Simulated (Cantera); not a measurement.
What does this Cantera script print?

```python
import numpy as np
import cantera as ct

gas = ct.Solution("gri30.yaml")
gas.TPX = 1598, 6400, {'C2H6': 1, 'N2': 20}
reactor = ct.IdealGasConstPressureReactor(gas, energy="off", clone=False)
net = ct.ReactorNet([reactor])
net.rtol, net.atol = 1e-08, 1e-18
show = ['C2H6', 'CH4', 'C2H4', 'CH2', 'C2H2']
times = np.geomspace(0.0003, 50, 12)

steps = ct.SolutionArray(gas, extra=["t"])
rows = []
print(f"{'t/s':>10s}{'T/K':>9s}{'P/Pa':>11s}" + "".join(f"{s:>11s}" for s in show))
for t in times:
    while net.time < t:
        t_next = net.step()
        steps.append(gas.state, t=t_next)
    rows.append([np.interp(t, steps.t, y) for y in (steps.T, steps.P, *steps(*show).X.T)])
    print(f"{t:10.3e}{rows[-1][0]:9.1f}{rows[-1][1]:11.4g}" + "".join(f"{x:11.3e}" for x in rows[-1][2:]))
rate = np.gradient(steps.T, steps.t)
print("integrator steps:", len(steps.t))
if steps.T.max() > steps.T[0] + 200:
    print(f"time of steepest temperature rise: {steps.t[rate.argmax()]:.4e} s")
gas.TPX = 1598, 6400, {'C2H6': 1, 'N2': 20}
gas.equilibrate("TP")
print(f"equilibrium (TP): T = {gas.T:.1f} K  " + "  ".join(f"{s} {gas[s].X[0]:.3e}" for s in show))
```

Result:

```
       t/s      T/K       P/Pa       C2H6        CH4       C2H4        CH2       C2H2
 3.000e-04   1598.0       6400  2.773e-02  3.422e-03  1.169e-02  1.661e-05  6.466e-04
 8.950e-04   1598.0       6400  4.998e-03  1.165e-02  2.275e-02  1.362e-05  9.271e-03
 2.670e-03   1598.0       6400  1.787e-04  1.377e-02  1.213e-02  2.398e-06  2.488e-02
 7.966e-03   1598.0       6400  2.135e-05  1.333e-02  4.687e-03  3.845e-07  3.271e-02
 2.377e-02   1598.0       6400  6.306e-06  1.292e-02  1.167e-03  1.108e-07  3.637e-02
 7.091e-02   1598.0       6400  3.694e-06  1.234e-02  1.496e-04  6.668e-08  3.763e-02
 2.115e-01   1598.0       6400  2.929e-06  1.101e-02  8.638e-05  6.005e-08  3.831e-02
 6.311e-01   1598.0       6400  1.731e-06  8.197e-03  5.941e-05  4.936e-08  3.963e-02
 1.883e+00   1598.0       6400  5.552e-07  4.357e-03  3.554e-05  3.159e-08  4.143e-02
 5.617e+00   1598.0       6400  8.742e-08  1.615e-03  2.770e-05  1.418e-08  4.270e-02
 1.676e+01   1598.0       6400  9.884e-09  5.215e-04  2.695e-05  4.990e-09  4.321e-02
 5.000e+01   1598.0       6400  1.494e-09  1.875e-04  2.703e-05  1.828e-09  4.336e-02
integrator steps: 1525
equilibrium (TP): T = 1598.0 K  C2H6 2.109e-10  CH4 6.129e-05  C2H4 8.855e-06  CH2 5.986e-10  C2H2 1.418e-02
```

Cantera simulation using GRI-Mech 3.0 (53 species, 325 reactions); the numbers are that mechanism's predictions, not measurements. GRI-Mech 3.0 stops at C3 and has no aromatics, soot or wall deposition, so with more carbon than oxygen in the feed, carbon stays in small species such as C2H2 where larger ones or solid carbon would form.
